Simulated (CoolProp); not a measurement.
Properties of carbon dioxide at several states (Tc = 304.1 K, pc = 7.377 MPa, ω = 0.224).

Values from CoolProp's reference Helmholtz-energy equation of state, Span 1996.

```csv
T (K),p (MPa),phase,cp (kJ/(kg K)),speed of sound (m/s),expansivity (1/kK),viscosity (µPa s),Prandtl number
343.9,2.68,gas,1.026,273.9,3.933,17.5,0.825
501,8.59,supercritical,1.139,337.5,2.598,25.5,0.795
616.8,1.4,gas,1.095,(withheld),1.661,28.7,0.734
907.1,36.4,supercritical,(withheld),507.8,1.167,42.0,(withheld)
520.5,2.45,gas,1.057,345.7,2.063,(withheld),0.748
855.3,0.119,gas,1.190,438.4,1.170,36.7,0.722
```

Fill in the missing entries.


- 616.8, speed of sound (m/s): 375.9
- 907.1, cp (kJ/(kg K)): 1.287
- 907.1, Prandtl number: 0.760
- 520.5, viscosity (µPa s): 25.1

Viscosity comes from a separate model (Laesecke 2017). Thermal conductivity comes from a separate model (Huber 2016).
